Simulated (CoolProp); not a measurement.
Vapour-liquid equilibrium of dimethyl ether (1) + chloromethane (R40) (2) at -9.75 °C; x and y are mole fractions of (1).

The numbers come from the multi-fluid Helmholtz-energy mixture model, Wu 2011 and Thol 2014; pair parameters Bell 2016 in CoolProp.

Question: Give the bubble pressure and the first vapour's composition at x = 0.15, 0.35, 0.75. Is there an azeotrope?

Answer: x = 0.15: 176.8 kPa, y = 0.134; x = 0.35: 173.4 kPa, y = 0.340; x = 0.75: 177.3 kPa, y = 0.776. y crosses x between x = 0.35 and 0.45: the model has an azeotrope there.

The pair parameters rest on a limited set of measurements; away from them the model extrapolates.
